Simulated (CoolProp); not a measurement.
Dry air at 351.93 K and 0.285 MPa flows at 0.087 m/s in a round tube of 25 mm bore and 0.25 µm roughness, fully developed (64/Re and Nu = 3.66 if laminar; Colebrook and Gnielinski if turbulent). Each further row changes one setting.

Computed with CoolProp (reference Helmholtz-energy equation of state, Lemmon 2000). It is a pseudo-pure fit of the blend.

| case | Reynolds number | Darcy friction factor | pressure drop (Pa/m) | heat-transfer coefficient (W/(m² K)) | mass flow (kg/h) |
|---|---|---|---|---|---|
| as stated | 292 | 0.219 | 0.0934 | 4.42 | 0.434 |
| velocity 0.174 m/s | 585 | 0.109 | 0.187 | 4.42 | 0.867 |
| diameter 50 mm | 585 | 0.109 | 0.0234 | 2.21 | 1.73 |

Viscosity comes from a separate model (Lemmon 2004). Thermal conductivity comes from a separate model (Lemmon 2004).
